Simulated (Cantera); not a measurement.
Input (Python, Cantera) and output of one run.

```python
import numpy as np
import cantera as ct

gas_names = """
    AL ALCL ALCL2 ALCL3 ALH ALN AL2 AL2CL6 CL CL2 H HCL H2 N NH NH2 NH3 N2 N2H2 N2H4
""".split()
cond_names = """
    AL(cr) AL(L) ALCL3(s) ALCL3(L) ALN(s) NH4CL(a) NH4CL(b)
""".split()


def load(file, names, dense=False):
    # The tables refer to 1 bar. Condensed volumes are neglected.
    table = {s.name: s for s in ct.Species.list_from_file(file)}
    out = []
    for n in names:
        d = dict(table[n].input_data)
        d["thermo"] = dict(d["thermo"], **{"reference-pressure": 1e5})
        if dense:
            d["equation-of-state"] = {"model": "constant-volume", "density": "1e6 g/cm^3"}
        out.append(ct.Species.from_dict(d))
    return out


gas = ct.Solution(thermo="ideal-gas", species=load("nasa_gas.yaml", gas_names))
cond = {s.name: ct.Solution(thermo="fixed-stoichiometry", species=[s], name=s.name)
        for s in load("nasa_condensed.yaml", cond_names, dense=True)}
atoms = {
    'Al': {'AL': 1},
    'HCl': {'H': 1, 'CL': 1},
    'N2': {'N': 2},
}
top_T = {'ALN(s)': 2750}  # K; cautious upper limits of use, not melting points


def equilibrate(T, P, feed):
    n = {}
    for name, mol in feed.items():
        for a, k in atoms[name].items():
            n[a] = n.get(a, 0.0) + k * mol
    gas.TPX = T, P, n
    mass = sum(n.values()) * gas.mean_molecular_weight
    gas.equilibrate("TP")
    valid = [c for c in cond.values() if c.min_temp <= T <= top_T.get(c.name, c.max_temp)]
    mix = ct.Mixture([(gas, mass / gas.mean_molecular_weight)] + [(c, 0.0) for c in valid])
    mix.T, mix.P = T, P
    mix.equilibrate("TP", solver="vcs", rtol=1e-11, max_steps=5000)
    return mix


results = []
feed = {'Al': 1, 'HCl': 1.2, 'N2': 4.1}  # mol
P = 36000  # Pa
for T in [400, 500, 600, 700, 800, 900, 1000, 1100, 1200, 1300, 1400]:
    mix = equilibrate(T, P, feed)
    results.append((T, P, feed, dict(zip(mix.species_names, mix.species_moles))))

top = {s: max(r[3][s] / sum(r[3][g] for g in gas_names) for r in results) for s in gas_names}
cols = sorted((s for s in top if top[s] > 1e-05), key=lambda s: -top[s])[:6]
seen = [c for c in cond_names if any(r[3].get(c, 0) > 1e-12 for r in results)]
print("log10 of partial pressures in bar; condensed amounts in mol")
print(f"{'T/K':>10s}" + "".join(f"{s[:9]:>10s}" for s in cols + seen))
for T, P, feed, n in results:
    ng = sum(n[g] for g in gas_names)
    print(f"{T:10.4g}" + "".join(f"{np.log10(max(n[s] / ng * P / 1e5, 1e-99)):10.3f}" for s in cols)
          + "".join(f"{n.get(c, 0):10.4g}" for c in seen))
```

Result:

```
log10 of partial pressures in bar; condensed amounts in mol
       T/K        N2        H2     ALCL3       HCL    AL2CL6       NH3    ALN(s)  NH4CL(a)
       400    -0.462    -3.475    -5.181    -3.544    -1.843    -4.662    0.7001    0.2973
       500    -0.530    -1.391    -3.562    -2.077    -1.850    -2.850    0.6357         0
       600    -0.535    -1.413    -2.539    -1.822    -1.938    -3.767    0.6648         0
       700    -0.543    -1.449    -1.929    -1.694    -2.222    -4.473    0.6885         0
       800    -0.549    -1.464    -1.694    -1.667    -2.865    -4.994    0.6953         0
       900    -0.550    -1.460    -1.645    -1.683    -3.620    -5.382    0.6921         0
      1000    -0.550    -1.454    -1.633    -1.704    -4.267    -5.692    0.6878         0
      1100    -0.550    -1.450    -1.626    -1.722    -4.797    -5.947    0.6843         0
      1200    -0.550    -1.446    -1.622    -1.737    -5.234    -6.162    0.6813         0
      1300    -0.550    -1.442    -1.619    -1.750    -5.600    -6.345    0.6787         0
      1400    -0.550    -1.440    -1.618    -1.762    -5.912    -6.502     0.676         0
```

Method: chemical equilibrium by Gibbs-energy minimisation in Cantera with the NASA 1993 tables (ideal gas, pure condensed phases). The tables' values for AlCl2 are old estimates; treat these amounts as uncertain.
